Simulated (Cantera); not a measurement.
What does this Cantera script print?

```python
import numpy as np
import cantera as ct

gas = ct.Solution("gri30.yaml")
gas.TPX = 498, 19000, {'CH4': 1, 'O2': 1.43, 'N2': 5.37}
flame = ct.FreeFlame(gas, width=0.13)
flame.set_refine_criteria(ratio=3, slope=0.08, curve=0.16)
flame.transport_model = "mixture-averaged"
flame.solve(loglevel=0, auto=True)
z, T = flame.grid, flame.T
thick = (T[-1] - T[0]) / np.gradient(T, z).max()
show = ['CH4', 'O2', 'OH', 'N2O', 'C2H4', 'H']
print(f"laminar burning velocity  {flame.velocity[0] * 100:.3f} cm/s")
print(f"burnt temperature         {T[-1]:.1f} K")
print(f"thermal thickness         {thick * 1e3:.4f} mm")
print(f"grid points               {len(z)}")
z0 = z[flame.heat_release_rate.argmax()]
print(f"{'z/mm':>9s}{'T/K':>9s}{'u/(m/s)':>9s}" + "".join(f"{s:>11s}" for s in show))
rows = []
for k in (-3, -2, -1.5, -1, -0.5, -0.25, 0, 0.25, 0.5, 1, 2, 4, 8):
    zz = z0 + k * thick
    rows.append([k * thick, np.interp(zz, z, T), np.interp(zz, z, flame.velocity),
                 *(np.interp(zz, z, flame.X[gas.species_index(s)]) for s in show)])
    print(f"{rows[-1][0] * 1e3:9.3f}{rows[-1][1]:9.1f}{rows[-1][2]:9.3f}" + "".join(f"{x:11.3e}" for x in rows[-1][3:]))
```

Result:

```
laminar burning velocity  78.654 cm/s
burnt temperature         2095.2 K
thermal thickness         2.0204 mm
grid points               157
     z/mm      T/K  u/(m/s)        CH4         O2         OH        N2O       C2H4          H
   -6.061    498.2    0.789  1.279e-01  1.829e-01  5.970e-12  3.997e-14  1.846e-08  1.161e-12
   -4.041    500.7    0.797  1.269e-01  1.818e-01  1.403e-09  1.154e-12  4.979e-07  1.061e-09
   -3.031    513.3    0.822  1.251e-01  1.800e-01  4.434e-08  1.070e-11  4.378e-06  7.409e-08
   -2.020    609.4    0.990  1.166e-01  1.720e-01  1.672e-06  1.768e-10  6.620e-05  6.613e-06
   -1.010   1068.5    1.781  7.851e-02  1.309e-01  2.786e-05  2.089e-09  7.285e-04  1.999e-04
   -0.505   1456.3    2.467  4.254e-02  8.646e-02  2.319e-04  4.762e-09  1.444e-03  1.065e-03
    0.000   1790.5    3.072  1.218e-02  4.035e-02  1.064e-03  7.348e-09  9.651e-04  3.949e-03
    0.505   1953.7    3.363  1.783e-03  1.409e-02  2.339e-03  7.361e-09  1.404e-04  7.636e-03
    1.010   2002.2    3.443  2.017e-04  4.619e-03  3.078e-03  6.418e-09  7.061e-06  9.870e-03
    2.020   2020.0    3.464  3.385e-06  9.168e-04  3.318e-03  4.555e-09  7.688e-09  1.095e-02
    4.041   2027.4    3.470  9.566e-09  5.121e-04  3.195e-03  3.067e-09  7.822e-12  1.069e-02
    8.081   2035.8    3.481  1.383e-11  4.370e-04  3.000e-03  2.407e-09  1.229e-14  9.922e-03
   16.163   2048.2    3.499  1.364e-14  3.414e-04  2.690e-03  2.220e-09  2.817e-18  8.680e-03
```

Detailed kinetics in Cantera: GRI-Mech 3.0 (53 species, 325 reactions). Burning velocities carry a grid error of a few per cent, more on coarse grids.
